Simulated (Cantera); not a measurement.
**Equilibrium for carbon deposition, reforming and gasification: C6H6 + H2O**

Input: 1 mol C6H6, 0.31 mol H2O, held at 80.0 Pa.

These are equilibrium values from Cantera (NASA tables, ideal gas, pure condensed phases), not measurements of a reactor. Candidate condensed phases: C, C6H6, C7H8, C8H18, H2O; 131 gas species. Ions and electrons are included (thermal ionisation). Rates play no part.

```tsv
T (°C)	x H2	x H	x C	x C3	x CO	x C2	x O	n C(graphite)
1727	0.863	0.0534	3.81e-8	3.46e-8	0.0833	2.93e-9	1.89e-12	5.69
2227	0.383	0.550	0.000208	0.000621	0.0620	5.72e-5	1.30e-10	5.63
2727	0.0157	0.699	0.0483	0.172	0.0345	0.0230	2.02e-9	0
3227	0.000747	0.571	0.339	0.0279	0.0268	0.0342	1.20e-7	0
3727	8.74e-5	0.527	0.444	0.000196	0.0247	0.00421	9.51e-6	0
4227	1.84e-5	0.524	0.450	2.29e-6	0.0242	0.000557	0.000367	0
4727	5.25e-6	0.521	0.452	6.39e-8	0.0189	0.000109	0.00549	0
```
x: gas mole fraction; n: condensed amount in mol.

From 1727 °C to 2227 °C the condensed part is C(graphite). From 2727 °C to 4727 °C nothing is condensed. The main C-bearing gas is CO at 1727 °C and C at 4727 °C.
